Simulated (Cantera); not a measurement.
Charge: 1 mol Hg, 0.13 mol O₂, 28 mol H₂, at 948 K and 133 Pa.

Cantera equilibrium calculation (NASA polynomials, part measured and part estimated; ideal gas, pure solids and liquids). Candidate condensed phases: H₂O, Hg, HgO; 10 gas species. Kinetics and transport are ignored.

Base state: H₂ 0.957, Hg 0.0345, H₂O 0.00897 (mole fractions); condensed: gas only.

Task: What changes in the equilibrium state with this change: O₂ from 0.13 to 0.013 mol?

Result: 
```csv
species,before,after
H₂,0.957,0.965
Hg,0.0345,0.0345
H₂O,0.00897,0.000897
```
